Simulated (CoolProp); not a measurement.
Vapour-liquid equilibrium of R22 (1) + methanol (2) at 2.76 bar; x and y are mole fractions of (1).

The numbers come from the multi-fluid Helmholtz-energy mixture model, Kamei 1995 and de Reuck 1993; pair parameters Bell 2016 in CoolProp.

| x | bubble temperature, mixture model (°C) | bubble temperature, Raoult's law (°C) | y, mixture model | y, Raoult's law |
|---|---|---|---|---|
| 0.05 | 62.9 | 70.9 | 0.659 | 0.553 |
| 0.2 | 19.8 | 32.7 | ? | 0.927 |
| 0.35 | 4.8 | 14.2 | ? | 0.978 |
| 0.5 | -2.9 | 2.9 | 0.991 | 0.991 |
| 0.65 | -7.8 | -4.9 | ? | 0.996 |
| 0.8 | ? | -10.8 | 0.997 | 0.999 |
| 0.95 | -15.5 | -15.5 | 0.999 | 1.000 |

### Question
Some entries are withheld; supply them.

### Answer

- 0.2, y, mixture model: 0.958
- 0.35, y, mixture model: 0.984
- 0.65, y, mixture model: 0.995
- 0.8, bubble temperature, mixture model (°C): -11.7

The largest gap from Raoult's law is -12.9 K in bubble temperature, at x = 0.2. No azeotrope shows between x = 0.05 and 0.95.

Pair parameters are fitted to limited data, so mixtures are less certain than the pure fluids.
